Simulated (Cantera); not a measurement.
# CuO + H₂ + H₂O (hydrogen reduction and annealing atmospheres)

Charge: 1 mol CuO, a varied amount of H₂, 0.58 mol H₂O, at 1050 K and 5000 Pa.

Cantera equilibrium calculation (NASA polynomials, part measured and part estimated; ideal gas, pure solids and liquids). Candidate condensed phases: Cu, CuO, Cu(OH)₂, Cu₂O, H₂O; 12 gas species. Mutual solubility and eutectic melting of coexisting phases are not modelled. Equilibrium is a limit: real reactors are often held back by kinetics, nucleation or transport.

```csv
n(H₂) (mol),log p H₂O,log p H₂,log p H,log p OH,n Cu(s),n Cu₂O(s)
0.51,-1.30,-6.17,-11.18,-8.80,0.0200,0.490
1.2,-1.35,-2.25,-9.22,-10.81,1.00,0
2.7,-1.62,-1.59,-8.88,-11.41,1.00,0
6.1,-1.93,-1.42,-8.80,-11.80,1.00,0
14,-2.27,-1.35,-8.77,-12.18,1.00,0
32,-2.62,-1.32,-8.75,-12.54,1.00,0
73,-2.97,-1.31,-8.75,-12.90,1.00,0
```
log p: log10 of the partial pressure in bar; n: condensed amount in mol.

At 0.51 mol H₂ the condensed part is Cu(s) + Cu₂O(s). From 1.2 mol H₂ to 73 mol H₂ the condensed part is Cu(s).
